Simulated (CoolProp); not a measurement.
The numbers come from the reference Helmholtz-energy equation of state, Akasaka 2024 in CoolProp.

Task: Give the vapour pressure (MPa), liquid density (kg/m³), vapour density (kg/m³), liquid cp (kJ/(kg K)) of saturated R1132(E) at 257.9, 270.3 K.

Result: 
| T (K) | p (MPa) | liquid density (kg/m³) | vapour density (kg/m³) | liquid cp (kJ/(kg K)) |
|---|---|---|---|---|
| 257.9 | 0.493 | 1050 | 16.4 | 1.69 |
| 270.3 | 0.746 | 1010 | 24.6 | 1.73 |
